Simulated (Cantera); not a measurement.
Charge: 1 mol acetone, 1.5 mol CO₂, equilibrated at 0.000110 bar.

Equilibrium computed with Cantera from the NASA thermochemical tables; the gas is ideal and each condensed phase is pure. Candidate condensed phases: C, C₆H₆, C₇H₈, C₈H₁₈, H₂O; 131 gas species. Ions and electrons are included (thermal ionisation). The feed counts by its element totals alone. Kinetics and transport are ignored.

log p: log10 of the partial pressure in bar; nothing condenses.

```tsv
T (K)	log p H	log p CO	log p C	log p O	log p e-	log p C+
3000	-4.20	-4.37	-5.37	-10.65	-10.97	-10.98
3500	-4.20	-4.38	-5.28	-8.01	-9.50	-9.50
4000	-4.21	-4.39	[?]	[?]	[?]	[?]
4500	-4.24	[?]	[?]	[?]	[?]	[?]
5000	-4.32	-5.16	-4.54	-4.60	-6.50	-6.51
```

### Question
Some entries are withheld; supply them.

### Answer

- 4000, log p C: -5.21
- 4000, log p O: -6.04
- 4000, log p e-: -8.38
- 4000, log p C+: -8.38
- 4500, log p CO: -4.56
- 4500, log p C: -4.83
- 4500, log p O: -4.99
- 4500, log p e-: -7.33
- 4500, log p C+: -7.34
